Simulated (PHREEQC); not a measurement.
Make-up at 25 °C: 0.0016 mol Na2SiF6 and 0.0132 mol NiSO4 per kg of water. Closed to the air; pH follows from the charge balance.

Computed with PHREEQC (ion-association model, wateq4f.dat).

This is a speciation only: nothing precipitates in the calculation.

**Question.** Predict the pH, ionic strength.

**Answer.** pH 3.28; ionic strength 0.0419 mol/kgw.

**Question.** In which forms is F present?

**Answer.** SiF6-2 68 %, F- 18 %, HF 12 %, NiF+ 1.6 % of the F.

Saturation is exceeded, for instance for Quartz (slow to form), Chalcedony (slow to form); the values hold only as long as no solid forms. Complexes and solids missing from the database can't appear. SiF6-2 is the database's only silicon fluoride.
